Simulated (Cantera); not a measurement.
Charge: 1 mol Cu2O, 1.4 mol H2, equilibrated at 1123 K and 3.70 mbar.

These are equilibrium values from Cantera (NASA tables, ideal gas, pure condensed phases), not measurements of a reactor. Candidate condensed phases: Cu, CuO, Cu(OH)2, Cu2O, H2O; 12 gas species. Rates play no part.

Base state: H2O 0.714, H2 0.286 (mole fractions); condensed: Cu(s).

Task: What changes in the equilibrium state with this change: temperature from 1123 K to 1498.15 K?

Result: 
| species | before | after |
|---|---|---|
| H2O | 0.714 | 0.713 |
| H2 | 0.286 | 0.285 |
| Cu | 3.39e-7 | 0.00215 |
| OH | 4.82e-9 | 1.07e-5 |
| H | 3.74e-7 | 0.000151 |
| Cu(s), mol | 2.00 | 0 |
| Cu(l), mol | 0 | 2.00 |
